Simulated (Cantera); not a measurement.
A perfectly stirred reactor is fed with CH4 : O2 : N2 : CO2 = 1 : 2.17 : 8.17 : 0.3 (molar parts), at 0.940 bar; it is adiabatic with a 600 K inlet, and is followed from long to short residence time, starting on the burning branch (τ in s: 0.02, 0.0097, 0.0047, 0.0023, 0.0011, 0.00053, 0.00025, 0.00012, 5.9e-05, 2.8e-05).

Detailed kinetics in Cantera: GRI-Mech 3.0 (53 species, 325 reactions).

Task: Predict: blow-out, bracketed by the residence times tried; x(CH4) at τ = 20.0 ms; x(O2) at τ = 20.0 ms; x(CO2) at τ = 20.0 ms; x(H2O) at τ = 20.0 ms; x(NO2) at τ = 20.0 ms; x(CH4) at τ = 0.530 ms; x(O2) at τ = 0.530 ms; x(CO2) at τ = 0.530 ms; x(H2O) at τ = 0.530 ms; x(NO2) at τ = 0.530 ms.

Result: 
| Item | Result |
|---|---|
| blow-out, bracketed by the residence times tried | burning at 59.0 µs, out at 28.0 µs |
| x(CH4) at τ = 20.0 ms | 1.01e-5 |
| x(O2) at τ = 20.0 ms | 0.0198 |
| x(CO2) at τ = 20.0 ms | 0.0992 |
| x(H2O) at τ = 20.0 ms | 0.163 |
| x(NO2) at τ = 20.0 ms | 2.09e-7 |
| x(CH4) at τ = 0.530 ms | 0.000167 |
| x(O2) at τ = 0.530 ms | 0.0304 |
| x(CO2) at τ = 0.530 ms | 0.0809 |
| x(H2O) at τ = 0.530 ms | 0.150 |
| x(NO2) at τ = 0.530 ms | 1.40e-8 |
